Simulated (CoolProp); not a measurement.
A Linde-Hampson liquefier for oxygen: isothermal reversible compression at 290 K from 1 atm to 20 MPa, throttling to 1 atm, return gas leaving the recuperator 2 K below the feed. Each further row changes one setting.

Values from CoolProp's reference Helmholtz-energy equation of state, Schmidt 1985.

| case | liquid yield per pass | compression work (kJ/kg of gas) |
|---|---|---|
| as stated | 0.112 | 390 |
| high pressure 40 MPa | … | … |
| warm-end temperature 320 K | 0.083 | … |
| warm-end gap 7 K | 0.101 | 390 |

Question: Fill in the missing entries.

Answer: 
- high pressure 40 MPa, liquid yield per pass: 0.166
- high pressure 40 MPa, compression work (kJ/kg of gas): 441
- warm-end temperature 320 K, compression work (kJ/kg of gas): 435

Above 300 K oxygen's equation is extrapolated.
